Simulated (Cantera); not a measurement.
Feed: 1 mol trisilylamine, 13 mol N2, 1.1 mol Cl2, held at 10.0 mbar.

Cantera equilibrium calculation (NASA polynomials, part measured and part estimated; ideal gas, pure solids and liquids). Candidate condensed phases: NH4Cl, Si, Si3N4; 28 gas species. The feed counts by its element totals alone. The tables' values for SiCl3 are old estimates; treat these amounts as uncertain. The numbers say what is thermodynamically allowed, not how fast it happens.

x: gas mole fraction; n: condensed amount in mol.

| T (°C) | x N2 | x H2 | x HCl | x SiCl2 | x SiCl4 | x SiCl3 | x H | n Si3N4(s) |
|---|---|---|---|---|---|---|---|---|
| 450 | 0.674 | 0.203 | 0.120 | 1.03e-12 | ? | 2.97e-9 | <1e-12 | 0.988 |
| 550 | 0.674 | 0.201 | 0.124 | 2.41e-10 | ? | 5.66e-8 | 3.29e-11 | 0.993 |
| 650 | 0.673 | 0.200 | 0.126 | 1.69e-8 | ? | 5.55e-7 | 1.09e-9 | 0.996 |
| 750 | 0.673 | 0.200 | 0.127 | 5.05e-7 | ? | 3.45e-6 | 1.85e-8 | 0.997 |
| 850 | 0.673 | 0.200 | 0.127 | 8.15e-6 | ? | 1.53e-5 | 1.90e-7 | 0.998 |
| 950 | 0.673 | 0.200 | 0.127 | 8.24e-5 | ? | 5.30e-5 | 1.34e-6 | 0.998 |
| 1050 | 0.673 | 0.200 | 0.126 | 0.000570 | ? | 0.000147 | 7.09e-6 | 0.995 |
| 1150 | 0.673 | 0.202 | 0.121 | 0.00277 | ? | 0.000315 | 2.99e-5 | 0.981 |

### Question
Complete the blanks.

### Answer

- 450, x SiCl4: 0.00214
- 550, x SiCl4: 0.00119
- 650, x SiCl4: 0.000736
- 750, x SiCl4: 0.000497
- 850, x SiCl4: 0.000359
- 950, x SiCl4: 0.000272
- 1050, x SiCl4: 0.000207
- 1150, x SiCl4: 0.000141
